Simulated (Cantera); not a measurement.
An adiabatic, constant-volume homogeneous reactor starts with C₃H₈ : O₂ : N₂ = 1 : 9.43 : 35.5 (molar parts), equivalence ratio 0.53, at 1425 K and 1.00 atm. Integrator tolerance rtol = 1e-08.

Cantera simulation using GRI-Mech 3.0 (53 species, 325 reactions); the numbers are that mechanism's predictions, not measurements. GRI-Mech 3.0 was tuned for natural gas; its chemistry of propane as a main component is partial and can be far from experiment.

### Question
What does this change do: constant pressure in place of constant volume?

### Answer
```json
[
 {"quantity": "time of steepest temperature rise", "before": "0.147 ms", "after": "0.159 ms"},
 {"quantity": "temperature at 2.00 s", "before": "2606 K", "after": "2424 K"},
 {"quantity": "equilibrium temperature", "before": "2606 K", "after": "2424 K"},
 {"quantity": "x(C₃H₈) at 2.00 s", "before": "<1e-12 (gas-phase equilibrium <1e-12)", "after": "<1e-12 (gas-phase equilibrium <1e-12)"},
 {"quantity": "x(O₂) at 2.00 s", "before": "0.0848 (gas-phase equilibrium 0.0848)", "after": "0.0871 (gas-phase equilibrium 0.0871)"},
 {"quantity": "x(C₂H₂) at 2.00 s", "before": "<1e-12 (gas-phase equilibrium <1e-12)", "after": "<1e-12 (gas-phase equilibrium <1e-12)"},
 {"quantity": "x(CO₂) at 2.00 s", "before": "0.0546 (gas-phase equilibrium 0.0546)", "after": "0.0587 (gas-phase equilibrium 0.0587)"},
 {"quantity": "x(CO) at 2.00 s", "before": "0.00859 (gas-phase equilibrium 0.00859)", "after": "0.00483 (gas-phase equilibrium 0.00483)"}
]
```

### Question
What does this change do: initial temperature 1425 to 1800 K?

### Answer
```tsv
quantity	before	after
time of steepest temperature rise	0.147 ms	11.3 µs
temperature at 2.00 s	2606 K	2767 K
equilibrium temperature	2606 K	2767 K
x(C₃H₈) at 2.00 s	<1e-12 (gas-phase equilibrium <1e-12)	<1e-12 (gas-phase equilibrium <1e-12)
x(O₂) at 2.00 s	0.0848 (gas-phase equilibrium 0.0848)	0.0827 (gas-phase equilibrium 0.0827)
x(C₂H₂) at 2.00 s	<1e-12 (gas-phase equilibrium <1e-12)	<1e-12 (gas-phase equilibrium <1e-12)
x(CO₂) at 2.00 s	0.0546 (gas-phase equilibrium 0.0546)	0.0459 (gas-phase equilibrium 0.0459)
x(CO) at 2.00 s	0.00859 (gas-phase equilibrium 0.00859)	0.0166 (gas-phase equilibrium 0.0166)
```
